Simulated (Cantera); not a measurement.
Feed: 1 mol AlCl₃, 0.26 mol O₂, 120 mol N₂, held at 2098.15 K and 0.720 bar.

Method: chemical equilibrium by Gibbs-energy minimisation in Cantera with the NASA 1993 tables (ideal gas, pure condensed phases). Candidate condensed phases: Al, AlCl₃, AlN, Al₂O₃; 24 gas species. The tables' values for AlCl₂ are old estimates; treat these amounts as uncertain. The numbers say what is thermodynamically allowed, not how fast it happens.

Base state: N₂ 0.986, Cl 0.00888, AlCl₃ 0.00494, AlCl₂ 0.000373, Cl₂ 5.10e-5, AlCl 4.53e-5, AlOCl 3.55e-5 (mole fractions); condensed: Al₂O₃(s).

Q: What changes in the equilibrium state with this change: pressure from 0.720 bar to 14.0 mbar?

A: 
| species | before | after |
|---|---|---|
| N₂ | 0.986 | 0.978 |
| Cl | 0.00888 | 0.0168 |
| AlCl | 4.53e-5 | 0.00362 |
| AlCl₃ | 0.00494 | 0.000534 |
| Cl₂ | 5.10e-5 | 3.54e-6 |
| AlOCl | 3.55e-5 | 0.000234 |
| AlCl₂ | 0.000373 | 0.00110 |
| Al₂O₃(s), mol | 0.171 | 0.163 |

Q: What changes in the equilibrium state with this change: pressure from 0.720 bar to 3.40 mbar?

A: 
```csv
species,before,after
N₂,0.986,0.976
Cl,0.00888,0.0184
AlCl,4.53e-5,0.00479
AlCl₃,0.00494,5.01e-5
Al,1.10e-9,1.18e-5
Cl₂,5.10e-5,1.04e-6
"Al₂O₃(s), mol",0.171,0.161
```
